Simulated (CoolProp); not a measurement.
Vapour-liquid equilibrium of R1234yf (1) + R1234ze(E) (2) at 0.00957 MPa; x and y are mole fractions of (1).

Computed with CoolProp (multi-fluid Helmholtz-energy mixture model, Lemmon 2022 and Thol 2016; pair parameters Bell 2022).

```
x      bubble temperature, mixture model (°C)  bubble temperature, Raoult's law (°C)  y, mixture model  y, Raoult's law
-----  --------------------------------------  -------------------------------------  ----------------  ---------------
0.05                                    -63.1                                  -63.0               [?]            0.092
0.125                                     [?]                                  -63.9             0.226            0.216
0.2                                       [?]                                  -64.8               [?]            0.327
0.275                                   -65.9                                  -65.6             0.431            0.426
0.35                                    -66.7                                  -66.5             0.515            0.514
0.425                                   -67.5                                  -67.2             0.591            0.593
0.5                                       [?]                                  -68.0               [?]            0.665
0.575                                   -68.9                                  -68.7             0.724            0.730
0.65                                    -69.5                                  -69.4             0.782            0.788
0.725                                   -70.1                                  -70.0               [?]            0.841
0.8                                     -70.7                                  -70.7             0.886            0.890
0.875                                   -71.3                                  -71.3             0.931            0.934
0.95                                    -71.8                                  -71.8             0.974            0.975
```

Q: Some entries are withheld; supply them.

A: 
- 0.05, y, mixture model: 0.098
- 0.125, bubble temperature, mixture model (°C): -64.1
- 0.2, bubble temperature, mixture model (°C): -65.1
- 0.2, y, mixture model: 0.335
- 0.5, bubble temperature, mixture model (°C): -68.2
- 0.5, y, mixture model: 0.661
- 0.725, y, mixture model: 0.836

The largest gap from Raoult's law is -0.3 K in bubble temperature, at x = 0.275. No azeotrope shows between x = 0.05 and 0.95.

Pair parameters are fitted to limited data, so mixtures are less certain than the pure fluids.
